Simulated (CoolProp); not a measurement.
The fluid at 480.45 K and 0.988 MPa is throttled through a valve to 0.117 MPa with no heat exchange. The same conditions are run with several fluids, on thermodynamics alone (safety and materials aside).

Computed with CoolProp (reference Helmholtz-energy equation of state of each fluid (nitrogen: Span 2000; R22: Kamei 1995; tetrahydrofuran: Fiedler 2023; n-perfluoropentane: Gao 2022; dry air: Lemmon 2000)). Blends and air are pseudo-pure fits.

| fluid | temperature change (K) | final density (kg/m³) |
|---|---|---|
| nitrogen | -0.4 | 0.821 |
| R22 | -5.1 | 2.57 |
| tetrahydrofuran | -8.9 | 2.18 |
| n-perfluoropentane | -5.0 | 8.63 |
| dry air | -0.5 | 0.849 |
